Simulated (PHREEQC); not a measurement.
1 kg of water holding 0.032 mol/kgw Na2SO4 and 0.0024 mol/kgw K2SO4 is evaporated at 90 °C; the solids stay in contact with the brine. The system is closed to CO2. Only these solids could form: Arcanite, Glaserite, Mirabilite, Misenite, Thenardite.

Base run: PHREEQC, Pitzer model, pitzer.dat. Each further column changes one thing. The table gives water activity.

```tsv
H2O removed (mol)	base	temperature from 90 to 25 °C	temperature from 90 to 5 °C
0	0.998	0.998	0.998
18.01	0.998	0.998	0.998
30.18	0.997	0.997	0.997
38.4	0.995	0.995	0.995
41.44	0.994	0.994	0.994
46.01	0.992	0.992	0.992
49.09	0.989	0.988	0.989
51.17	0.984	0.984	0.984
52.58	0.977	0.977	0.982
53.53	0.966	0.967	0.981
53.88	0.960	0.961	0.981
54.41	0.941	0.943	0.978
54.76	0.916	0.925	0.974
55.01	0.894	0.912	0.965
```

At this temperature some constants are extrapolated from 25 °C, and those without enthalpy data are left unchanged.
